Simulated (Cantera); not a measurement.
An adiabatic, constant-volume homogeneous reactor starts with 13.4 % H2, 18.1 % O2, 68.1 % N2, 0.469 % NO, at 1500 K and 16.0 bar.

Cantera simulation using GRI-Mech 3.0 (53 species, 325 reactions); the numbers are that mechanism's predictions, not measurements. The hydrogen kinetics of GRI-Mech 3.0 are dated; newer H2 mechanisms differ, most at raised pressure. The pressure lies above the range GRI-Mech 3.0 was tuned for (to about 10 atm).

Q: Predict: time of steepest temperature rise; temperature at 3.00 s; equilibrium temperature; x(H2) at 3.00 s; x(O2) at 3.00 s; x(NO) at 3.00 s; x(O) at 3.00 s; x(NO2) at 3.00 s; x(OH) at 3.00 s.

A: 
```json
{
  "time_of_steepest_temperature_rise": "1.16 µs",
  "temperature at 3.00 s": "2564 K",
  "equilibrium_temperature": "2564 K",
  "x(H2) at 3.00 s": "0.000658 (gas-phase equilibrium 0.000658)",
  "x(O2) at 3.00 s": "0.113 (gas-phase equilibrium 0.113)",
  "x(NO) at 3.00 s": "0.0180 (gas-phase equilibrium 0.0180)",
  "x(O) at 3.00 s": "0.00131 (gas-phase equilibrium 0.00131)",
  "x(NO2) at 3.00 s": "5.56e-5 (gas-phase equilibrium 5.56e-5)",
  "x(OH) at 3.00 s": "0.00788 (gas-phase equilibrium 0.00788)"
}
```
